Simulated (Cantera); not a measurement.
Charge: 1 mol K2CO3, 0.063 mol O2, at 1.33 mbar.

Equilibrium computed with Cantera from the NASA thermochemical tables; the gas is ideal and each condensed phase is pure. Candidate condensed phases: C, K, KO2, K2CO3, K2O, K2O2; 15 gas species. Equilibrium is a limit: real reactors are often held back by kinetics, nucleation or transport. All values below are at 2050 K.

Base state: K 0.548, CO2 0.242, O2 0.165, CO 0.0325, O 0.0108, KO 0.00124 (mole fractions); condensed: gas only.

Q: What changes in the equilibrium state with this change: 0.055 mol H2S added?

A: 
```csv
species,before,after
K,0.548,0.536
CO2,0.242,0.239
O2,0.165,0.140
SO2,0,0.0148
KOH,0,0.0110
O,0.0108,0.00999
CO,0.0325,0.0348
H2O,0,0.00723
OH,0,0.00331
H,0,0.000923
SO,0,0.000250
```
Further candidate phases: C6H6, C7H8, C8H18, H2O, H2SO4, KOH, K2S, K2SO4, S.

Q: What changes in the equilibrium state with this change: O2 from 0.063 to 1.5 mol?

A: 
```json
[
 {"species": "O2", "before": "0.165", "after": "0.393"},
 {"species": "K", "before": "0.548", "after": "0.392"},
 {"species": "CO2", "before": "0.242", "after": "0.181"},
 {"species": "CO", "before": "0.0325", "after": "0.0157"},
 {"species": "O", "before": "0.0108", "after": "0.0167"},
 {"species": "KO", "before": "0.00124", "after": "0.00137"}
]
```
